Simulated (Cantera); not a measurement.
An isothermal, constant-pressure homogeneous reactor starts with NH3 : N2 = 1 : 1.6 (molar parts), at 1525 K and 14.3 Torr.

Model: the gas-phase N/H chemistry of the illustrative SiF4/NH3 mechanism in the Surface Chemkin manual (1991), integrated in Cantera. Walls and surfaces, which speed up NH3 decomposition in real reactors, are not modelled.

x: mole fraction; the columns are a selection and need not sum to one.

```csv
t (s),x NH3,x N2H2,x N,x H2,x H,x NH
2.00e-5,0.385,<1e-12,<1e-12,6.32e-10,1.04e-9,<1e-12
5.87e-5,0.385,<1e-12,<1e-12,3.38e-9,1.54e-9,<1e-12
0.000172,0.385,<1e-12,<1e-12,1.28e-8,1.62e-9,<1e-12
0.000505,0.385,<1e-12,<1e-12,4.07e-8,1.62e-9,<1e-12
0.00148,0.385,1.73e-12,<1e-12,1.23e-7,1.62e-9,1.56e-12
0.00435,0.385,2.95e-11,<1e-12,3.63e-7,1.62e-9,2.17e-11
0.0128,0.385,3.62e-10,<1e-12,1.07e-6,1.63e-9,2.95e-10
0.0374,0.385,___,<1e-12,3.25e-6,1.76e-9,3.05e-9
0.110,0.385,___,4.84e-12,1.23e-5,3.08e-9,2.25e-8
0.322,0.384,___,5.63e-11,0.000109,1.84e-8,1.15e-7
0.945,0.383,7.53e-7,5.54e-10,0.00115,1.40e-7,2.42e-7
2.77,0.380,7.53e-7,2.24e-9,0.00498,5.00e-7,2.91e-7
8.13,0.370,6.98e-7,6.79e-9,0.0157,1.44e-6,3.56e-7
23.9,0.344,___,1.38e-8,0.0434,3.74e-6,3.95e-7
70.0,0.288,___,1.81e-8,0.105,8.87e-6,3.73e-7
```

Problem. What belongs in the gaps?

Solution. 
- 0.0374, x N2H2: 3.63e-9
- 0.110, x N2H2: 3.42e-8
- 0.322, x N2H2: 2.84e-7
- 23.9, x N2H2: 5.79e-7
- 70.0, x N2H2: 3.94e-7
